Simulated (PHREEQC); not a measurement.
Consider water at 25 °C with 0.08 mol/kgw HF and 6.6e-05 mol/kgw (CH3)4NF. Closed to the air; pH follows from the charge balance.

All values are PHREEQC results (ion-association model, wateq4f.dat), not measurements.

Each row changes one thing in this solution. This is a speciation only: nothing precipitates in the calculation.

| case | pH | ionic strength (mol/kgw) | HF (mol/kgw) | F- (mol/kgw) |
|---|---|---|---|---|
| as made | 2.17 | 0.00733 | 0.0554 | 0.00605 |
| HF replaced by CsF at the same molality | 7.99 | 0.0801 | 9.42e-7 | 0.0801 |
| (CH3)4NF left out | 2.17 | 0.00730 | 0.0554 | 0.00602 |
| (CH3)4NF from 6.6e-05 to 1.32e-05 mol/kgw | 2.17 | 0.00731 | 0.0554 | 0.00602 |
| HF left out | 7.02 | 6.61e-5 | 9.36e-9 | 6.60e-5 |
| (CH3)4NF replaced by LiF at the same molality | 2.17 | 0.00733 | 0.0554 | 0.00605 |

Complexes and solids missing from the database can't appear. (CH3)4N+ isn't in the database: it is added as a free cation with an ion size of 4 Å.
